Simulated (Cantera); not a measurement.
Oxide etching and cleaning by halides: B2O3 + HF + N2

A closed system holds: 1 mol B2O3, 9.7 mol HF, 4.9 mol N2, equilibrated at 4.80 mbar.

Cantera equilibrium calculation (NASA polynomials, part measured and part estimated; ideal gas, pure solids and liquids). Candidate condensed phases: B, BN, B2O3, B3O3H3, H2O; 62 gas species. Gases not in the tables: H3BO3. Rates play no part.

| T (K) | log p HF | log p N2 | log p H2O | log p BF3 | log p BOF | log p B3O3F3 | log p HBO2 | log p (HBO2)3 |
|---|---|---|---|---|---|---|---|---|
| 825 | -2.88 | -2.76 | -2.98 | -3.15 | -8.00 | -5.89 | -8.82 | -7.98 |
| 875 | -2.88 | -2.76 | -2.98 | -3.16 | -7.17 | -5.41 | -7.97 | -7.48 |
| 925 | -2.87 | -2.76 | -2.99 | -3.17 | -6.45 | -5.04 | -7.24 | -7.12 |
| 975 | -2.85 | -2.76 | -3.00 | -3.19 | -5.83 | -4.78 | -6.61 | -6.89 |
| 1025 | -2.83 | -2.76 | -3.01 | -3.21 | -5.29 | -4.60 | -6.08 | -6.77 |
| 1075 | -2.82 | -2.77 | -3.03 | -3.24 | -4.81 | -4.48 | -5.62 | -6.73 |
| 1125 | -2.80 | -2.77 | -3.06 | -3.27 | -4.40 | -4.44 | -5.23 | -6.78 |
| 1175 | -2.78 | -2.77 | -3.09 | -3.31 | -4.06 | -4.49 | -4.92 | -6.94 |
| 1225 | -2.75 | -2.78 | -3.13 | -3.37 | -3.78 | -4.66 | -4.70 | -7.28 |
| 1275 | -2.73 | -2.79 | -3.19 | -3.46 | -3.59 | -4.99 | -4.57 | -7.83 |
log p: log10 of the partial pressure in bar; nothing condenses.

From 825 K to 1275 K nothing is condensed.
